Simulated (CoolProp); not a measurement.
Vapour-liquid equilibrium of CHF3 (R23) (1) + R227EA (2) at 237.9 K; x and y are mole fractions of (1).

Computed with CoolProp (multi-fluid Helmholtz-energy mixture model, Penoncello 2003 and Lemmon 2016; pair parameters Bell 2016).

| x | bubble pressure (bar) | y at the bubble point | dew pressure at overall composition x (bar) | liquid density (mol/L) |
|---|---|---|---|---|
| 0.05 | 0.8099 | 0.504 | 0.4350 | 9.708 |
| 0.125 | 1.444 | 0.736 | 0.4712 | 10.11 |
| 0.2 | 2.099 | [?] | 0.5139 | 10.53 |
| 0.275 | 2.753 | 0.878 | 0.5650 | [?] |
| 0.35 | 3.387 | 0.907 | 0.6273 | 11.47 |
| 0.425 | 3.995 | 0.927 | 0.7049 | [?] |
| 0.5 | [?] | 0.942 | [?] | 12.54 |
| 0.575 | 5.128 | 0.953 | 0.9361 | 13.14 |
| 0.65 | 5.667 | 0.963 | 1.119 | 13.80 |
| 0.725 | 6.204 | 0.971 | 1.392 | 14.51 |
| 0.8 | 6.753 | 0.979 | 1.839 | 15.29 |
| 0.875 | 7.329 | 0.987 | [?] | 16.15 |
| 0.95 | 7.949 | 0.995 | [?] | 17.11 |

Problem. Fill in the missing entries.

Solution. 
- 0.2, y at the bubble point: 0.829
- 0.275, liquid density (mol/L): 10.98
- 0.425, liquid density (mol/L): 11.98
- 0.5, bubble pressure (bar): 4.574
- 0.5, dew pressure at overall composition x (bar): 0.8043
- 0.875, dew pressure at overall composition x (bar): 2.706
- 0.95, dew pressure at overall composition x (bar): 4.952

No azeotrope shows between x = 0.05 and 0.95.

Pair parameters are fitted to limited data, so mixtures are less certain than the pure fluids. The gap from Raoult's law changes sign with composition, which may be real or a fault of the pair parameters; it wasn't checked against measurements.
